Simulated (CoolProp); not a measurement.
Vapour-liquid equilibrium of propane (1) + n-butane (2) at 0.633 MPa; x and y are mole fractions of (1).

Model: multi-fluid Helmholtz-energy mixture model, Lemmon 2009 and Bücker 2006; pair parameters Kunz 2012, in CoolProp.

```
x     bubble temperature, mixture model (K)  bubble temperature, Raoult's law (K)  y, mixture model  y, Raoult's law
----  -------------------------------------  ------------------------------------  ----------------  ---------------
0.05                                    [?]                                 328.3               [?]            0.151
0.2                                   318.4                                 316.8               [?]            0.471
0.35                                    [?]                                 307.7               [?]            0.667
0.5                                     [?]                                 300.3             0.759            0.794
0.65                                  295.1                                 294.1               [?]            0.881
0.8                                   289.4                                 288.9             0.931            0.943
0.95                                  284.5                                 284.3               [?]            0.988
```

Problem. Some entries are withheld; supply them.

Solution. 
- 0.05, bubble temperature, mixture model (K): 329.0
- 0.05, y, mixture model: 0.123
- 0.2, y, mixture model: 0.415
- 0.35, bubble temperature, mixture model (K): 309.4
- 0.35, y, mixture model: 0.618
- 0.5, bubble temperature, mixture model (K): 301.7
- 0.65, y, mixture model: 0.859
- 0.95, y, mixture model: 0.985

The largest gap from Raoult's law is +1.7 K in bubble temperature, at x = 0.35. No azeotrope shows between x = 0.05 and 0.95.

Pair parameters are fitted to limited data, so mixtures are less certain than the pure fluids.
